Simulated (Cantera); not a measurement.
An isothermal, constant-pressure homogeneous reactor starts with 33.3 % C₂H₆, 66.7 % H₂, at 1900 K and 10.00 Torr.

Model: GRI-Mech 3.0 (53 species, 325 reactions), integrated in Cantera. GRI-Mech 3.0 stops at C3 and has no aromatics, soot or wall deposition, so with more carbon than oxygen in the feed, carbon stays in small species such as C2H2 where larger ones or solid carbon would form. Radical loss at walls, strong at low pressure, is not modelled.

One state of this run: x C₂H₆ = 0.311; x H₂ = 0.656; x C₂H₂ = 7.02e-8; x C₂H₄ = 0.000219; x CH₄ = 0.00231. x: mole fraction; the columns are a selection and need not sum to one.

Q: Which value of t (s) does it belong to?
(A) 0.000406
(B) 4.85e-5
(C) 5.79e-6
(D) 0.00118

A: C, 5.79e-6
